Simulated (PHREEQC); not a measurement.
0.68 g of hydrous ferric oxide (600 m²/g; 0.2 weak and 0.005 strong sites per Fe, Dzombak-Morel constants, diffuse double layer) in 1 kg of water with 0.01 mol/kgw of an inert sodium salt and 0.028 mmol/kgw CuSO4 and 0.012 mmol/kgw MgCl2, at 25 °C; the pH is set by adding NaOH or the inert anion's acid. Oxygen alone is held at its pressure in air (log pO2 = -0.68). CO2 from the air is kept out. No solid was allowed to form.

Base run: PHREEQC, ion-association model, wateq4f.dat. Each further column changes one thing. The table gives S sorbed (%).

```json
[
 {"pH": "4", "base": "100.0", "no electrostatic term (-no_edl)": "0.3", "background salt from 0.01 to 0.001 mol/kgw": "100.0", "oxide from 0.68 to 3.4 g/kgw": "100.0"},
 {"pH": "4.75", "base": "99.9", "no electrostatic term (-no_edl)": "0.3", "background salt from 0.01 to 0.001 mol/kgw": "100.0", "oxide from 0.68 to 3.4 g/kgw": "100.0"},
 {"pH": "5.12", "base": "99.8", "no electrostatic term (-no_edl)": "0.3", "background salt from 0.01 to 0.001 mol/kgw": "99.9", "oxide from 0.68 to 3.4 g/kgw": "100.0"},
 {"pH": "5.88", "base": "97.3", "no electrostatic term (-no_edl)": "0.3", "background salt from 0.01 to 0.001 mol/kgw": "99.0", "oxide from 0.68 to 3.4 g/kgw": "99.5"},
 {"pH": "6.25", "base": "90.4", "no electrostatic term (-no_edl)": "0.3", "background salt from 0.01 to 0.001 mol/kgw": "95.6", "oxide from 0.68 to 3.4 g/kgw": "98.1"},
 {"pH": "7", "base": "36.5", "no electrostatic term (-no_edl)": "0.4", "background salt from 0.01 to 0.001 mol/kgw": "49.0", "oxide from 0.68 to 3.4 g/kgw": "73.4"},
 {"pH": "7.75", "base": "2.7", "no electrostatic term (-no_edl)": "0.5", "background salt from 0.01 to 0.001 mol/kgw": "3.8", "oxide from 0.68 to 3.4 g/kgw": "10.9"},
 {"pH": "8.12", "base": "0.6", "no electrostatic term (-no_edl)": "0.5", "background salt from 0.01 to 0.001 mol/kgw": "0.8", "oxide from 0.68 to 3.4 g/kgw": "2.4"},
 {"pH": "8.88", "base": "0.0", "no electrostatic term (-no_edl)": "0.3", "background salt from 0.01 to 0.001 mol/kgw": "0.0", "oxide from 0.68 to 3.4 g/kgw": "0.1"},
 {"pH": "9.25", "base": "0.0", "no electrostatic term (-no_edl)": "0.2", "background salt from 0.01 to 0.001 mol/kgw": "0.0", "oxide from 0.68 to 3.4 g/kgw": "0.0"},
 {"pH": "10", "base": "0.0", "no electrostatic term (-no_edl)": "0.0", "background salt from 0.01 to 0.001 mol/kgw": "0.0", "oxide from 0.68 to 3.4 g/kgw": "0.0"}
]
```

The database's constant for dissolved Cu(OH)2 is higher than later reviews accept.
